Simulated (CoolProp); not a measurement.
Vapour pressure (MPa) of R1234ze(E): the reference equation beside estimates from Tc = 109.4 °C, pc = 3.635 MPa, ω = 0.313.

Values from CoolProp's reference Helmholtz-energy equation of state, Thol 2016.

```json
[
 {"T (°C)": "-84.35", "reference": "0.001717", "van der Waals": "0.09249", "Soave-Redlich-Kwong": "0.001683"},
 {"T (°C)": "-74.65", "reference": "0.003869", "van der Waals": "0.1294", "Soave-Redlich-Kwong": "0.003786"},
 {"T (°C)": "-65.05", "reference": "0.007908", "van der Waals": "0.1751", "Soave-Redlich-Kwong": "0.007741"},
 {"T (°C)": "-55.35", "reference": "0.01508", "van der Waals": "0.2318", "Soave-Redlich-Kwong": "0.01479"},
 {"T (°C)": "-45.65", "reference": "0.02692", "van der Waals": "0.3001", "Soave-Redlich-Kwong": "0.02649"},
 {"T (°C)": "-35.95", "reference": "0.04543", "van der Waals": "0.3810", "Soave-Redlich-Kwong": "0.04485"},
 {"T (°C)": "-26.25", "reference": "0.07300", "van der Waals": "0.4754", "Soave-Redlich-Kwong": "0.07236"},
 {"T (°C)": "-16.55", "reference": "0.1125", "van der Waals": "0.5843", "Soave-Redlich-Kwong": "0.1119"},
 {"T (°C)": "-6.85", "reference": "0.1670", "van der Waals": "0.7086", "Soave-Redlich-Kwong": "0.1668"},
 {"T (°C)": "2.85", "reference": "0.2402", "van der Waals": "0.8490", "Soave-Redlich-Kwong": "0.2408"},
 {"T (°C)": "12.55", "reference": "0.3359", "van der Waals": "1.006", "Soave-Redlich-Kwong": "0.3378"},
 {"T (°C)": "22.15", "reference": "0.4569", "van der Waals": "1.179", "Soave-Redlich-Kwong": "0.4609"},
 {"T (°C)": "31.85", "reference": "0.6102", "van der Waals": "1.372", "Soave-Redlich-Kwong": "0.6170"}
]
```

Absolute difference from the reference over all 13 rows, mean and median: van der Waals 1220.5 and 551.2 %, Soave-Redlich-Kwong 1.2 and 1.1 %.
